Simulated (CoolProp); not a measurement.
Methanol along the isotherm 332.1 K: fugacity coefficient from the reference equation and from simpler models built on Tc = 513.4 K, pc = 8.216 MPa, ω = 0.565; each cubic takes its own stable root.

Model: reference Helmholtz-energy equation of state, de Reuck 1993, in CoolProp.

```tsv
p (MPa)	phase	reference	van der Waals	Redlich-Kwong	Peng-Robinson
0.456	liquid	0.1730	0.9548	0.7431	?
0.913	liquid	0.08704	0.9094	0.3748	0.08722
1.37	liquid	0.05841	0.7143	0.2523	0.05860
1.83	liquid	0.04404	0.5426	0.1907	0.04423
2.28	liquid	0.03559	0.4417	0.1546	0.03578
2.74	liquid	0.02983	0.3729	0.1299	0.03002
3.2	liquid	0.02572	0.3239	0.1123	0.02591
3.65	liquid	0.02271	0.2880	0.09944	0.02290
4.11	liquid	0.02031	?	0.08918	?
```

Some entries are withheld; supply them.


- 0.456, Peng-Robinson: 0.1732
- 4.11, van der Waals: 0.2595
- 4.11, Peng-Robinson: 0.02050

At some of these states van der Waals gives the other phase, because its saturation line lies elsewhere.
